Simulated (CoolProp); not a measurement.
Properties of isopentane at several states.

Computed with CoolProp (reference Helmholtz-energy equation of state, Lemmon 2006). It is a short technical equation, of lower accuracy than the large ones.

```tsv
T (K)	p (MPa)	phase	cp (kJ/(kg K))	cv (kJ/(kg K))	isothermal compressibility (1/MPa)	expansivity (1/kK)
271.5	0.0185	gas	1.534	1.412	54.67	3.833
392.6	0.058	gas	2.095	1.974	17.42	2.632
325.1	0.19	gas	1.850	1.692	5.656	3.862
```
